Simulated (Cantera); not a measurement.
Fluorocarbon and chlorocarbon gases: CH3F + F2

Charge: 1 mol CH3F, 0.65 mol F2, at 2.80e-5 bar.

These are equilibrium values from Cantera (NASA tables, ideal gas, pure condensed phases), not measurements of a reactor. Candidate condensed phases: C, C6H6, C7H8, C8H18; 95 gas species. Equilibrium is a limit: real reactors are often held back by kinetics, nucleation or transport.

| T (K) | log p HF | log p H | log p F | log p C | log p C3 | log p H2 | n C(graphite) |
|---|---|---|---|---|---|---|---|
| 2123 | -4.65 | -5.38 | -7.34 | -9.43 | -9.32 | -5.87 | 0.999 |
| 2273 | -4.67 | -5.23 | -6.55 | -8.27 | -8.00 | -6.31 | 0.995 |
| 2423 | -4.72 | -5.14 | -5.86 | -7.25 | -6.84 | -6.77 | 0.936 |
| 2573 | -4.90 | -5.04 | -5.39 | -6.36 | -5.82 | -7.15 | 0.251 |
| 2723 | -5.21 | -4.94 | -5.14 | -5.88 | -5.89 | -7.46 | 0 |
| 2873 | -5.66 | -4.89 | -5.04 | -5.56 | -6.28 | -7.82 | 0 |
| 3023 | -6.15 | -4.88 | -5.01 | -5.40 | -7.01 | -8.22 | 0 |
| 3173 | -6.63 | -4.88 | -5.00 | -5.36 | -7.99 | -8.59 | 0 |
| 3323 | -7.07 | -4.88 | -4.99 | -5.36 | -8.96 | -8.93 | 0 |
| 3473 | -7.47 | -4.88 | -4.99 | -5.35 | -9.86 | -9.24 | 0 |
log p: log10 of the partial pressure in bar; n: condensed amount in mol.

From 2123 K to 2573 K the condensed part is C(graphite). From 2723 K to 3473 K nothing is condensed. The main C-bearing gas is C2H2 (acetylene) at 2123 K and C at 3473 K.
